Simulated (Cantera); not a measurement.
A closed system holds: 1 mol Al(CH3)3, 19 mol N2, equilibrated at 1.00 Torr.

These are equilibrium values from Cantera (NASA tables, ideal gas, pure condensed phases), not measurements of a reactor. Candidate condensed phases: Al, AlN, C, C6H6, C7H8, C8H18; 97 gas species. The feed counts by its element totals alone. Kinetics and transport are ignored.

x: gas mole fraction; n: condensed amount in mol.

| T (K) | x N2 | x H2 | x Al | x H | x HCN | x HNC | x C2H2 (acetylene) | n AlN(s) | n C(graphite) |
|---|---|---|---|---|---|---|---|---|---|
| 775 | 0.804 | 0.195 | <1e-12 | 1.20e-11 | 1.94e-8 | 3.45e-12 | <1e-12 | 1.00 | 3.00 |
| 925 | 0.804 | 0.196 | <1e-12 | 3.15e-9 | 5.61e-7 | 4.58e-10 | 2.48e-11 | 1.00 | 3.00 |
| 1075 | 0.804 | 0.196 | <1e-12 | … | … | … | … | 1.00 | 3.00 |
| 1225 | 0.804 | 0.196 | … | … | … | … | … | 1.00 | 3.00 |
| 1375 | 0.804 | 0.196 | 1.36e-8 | 4.15e-5 | 0.000160 | 1.74e-6 | 3.48e-7 | 1.00 | 3.00 |
| 1525 | 0.804 | 0.195 | 3.27e-6 | 0.000286 | 0.000498 | 9.11e-6 | 2.36e-6 | 1.000 | 2.99 |
| 1675 | 0.803 | 0.194 | 0.000292 | 0.00140 | 0.00126 | 3.53e-5 | 1.13e-5 | 0.993 | 2.97 |
| 1825 | 0.792 | 0.187 | 0.0124 | 0.00522 | 0.00267 | 0.000107 | 4.02e-5 | 0.707 | 2.93 |
| 1975 | 0.767 | 0.172 | 0.0403 | 0.0155 | 0.00484 | 0.000263 | 0.000112 | 0 | 2.87 |
| 2125 | 0.756 | 0.156 | 0.0399 | 0.0393 | 0.00804 | 0.000565 | 0.000261 | 0 | 2.77 |

Problem. Fill in the missing entries.

Solution. 
- 1075, x H: 1.78e-7
- 1075, x HCN: 6.29e-6
- 1075, x HNC: 1.55e-8
- 1075, x C2H2 (acetylene): 1.47e-9
- 1225, x Al: 1.44e-11
- 1225, x H: 3.78e-6
- 1225, x HCN: 3.88e-5
- 1225, x HNC: 2.19e-7
- 1225, x C2H2 (acetylene): 3.18e-8
